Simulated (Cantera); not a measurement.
# Ignition delay

Mixture: CO : H2 : O2 : N2 : CO2 = 1 : 0.039 : 0.611 : 1.89 : 1 (molar parts), equivalence ratio 0.85, at 0.550 bar, adiabatic and at constant pressure. Ignition delay is the time to a rise of 400 K.

Model: GRI-Mech 3.0 (53 species, 325 reactions), integrated in Cantera. Where the delays flatten at high temperature, the 400 K rule measures the pace of heat release, not the induction time.

```csv
T0 (K),delay (ms)
1050,1.12
1150,0.659
1250,0.523
1350,0.491
1450,0.512
1550,0.566
1650,0.644
```
